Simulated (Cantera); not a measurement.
A Cantera script and its output.

```python
import numpy as np
import cantera as ct

surf = ct.Interface("diamond.yaml", "diamond_100")
gas, bulk = surf.adjacent["gas"], surf.adjacent["diamond"]
k = surf.kinetics_species_index(bulk.species_names[0])
cover = ["c6HH", "c6H*", "c6*H", "c6**", "c6HM", "c6B"]

rows, drift = [], 0.0
print(f"{'P':>10s}{'um/h':>11s}" + "".join(f"{s:>11s}" for s in cover))
for v in [620, 1100, 2000, 3600, 6400, 12000, 21000, 37000]:
    T, P, xH, xCH3 = 950, v, 0.0046, 0.00023
    gas.TPX = T, P, {"H": xH, "CH3": xCH3, "CH4": 0.0065, "H2": 1 - xH - xCH3 - 0.0065}
    surf.TP = bulk.TP = T, P
    surf.coverages = "c6H*:0.1, c6HH:0.9"
    surf.advance_coverages(100.0)
    before = surf.coverages
    surf.advance_coverages(100.0)
    drift = max(drift, np.max(np.abs(surf.coverages - before) / (surf.coverages + 1e-9)))
    rate = surf.net_production_rates[k] * bulk.mean_molecular_weight / bulk.density * 3.6e9
    rows.append([rate, *surf[cover].coverages])
    print(f"{v:10.4g}{rate:11.4e}" + "".join(f"{x:11.3e}" for x in rows[-1][1:]))
```

It prints:

```
         P       um/h       c6HH       c6H*       c6*H       c6**       c6HM        c6B
       620 5.1989e-01  6.192e-01  1.358e-02  3.223e-01  6.330e-03  2.959e-02  1.411e-09
      1100 9.5543e-01  6.183e-01  1.356e-02  3.218e-01  6.321e-03  3.067e-02  2.593e-09
      2000 1.7742e+00  6.177e-01  1.356e-02  3.215e-01  6.316e-03  3.133e-02  4.814e-09
      3600 3.2311e+00  6.174e-01  1.356e-02  3.213e-01  6.314e-03  3.170e-02  8.768e-09
      6400 5.7820e+00  6.173e-01  1.358e-02  3.212e-01  6.315e-03  3.191e-02  1.569e-08
   1.2e+04 1.0886e+01  6.171e-01  1.363e-02  3.211e-01  6.320e-03  3.205e-02  2.954e-08
   2.1e+04 1.9096e+01  6.171e-01  1.371e-02  3.210e-01  6.329e-03  3.212e-02  5.182e-08
   3.7e+04 3.3710e+01  6.170e-01  1.384e-02  3.208e-01  6.345e-03  3.217e-02  9.147e-08
```

Detailed kinetics in Cantera: the Harris–Goodwin 1993 mechanism for the reconstructed diamond (100) surface.
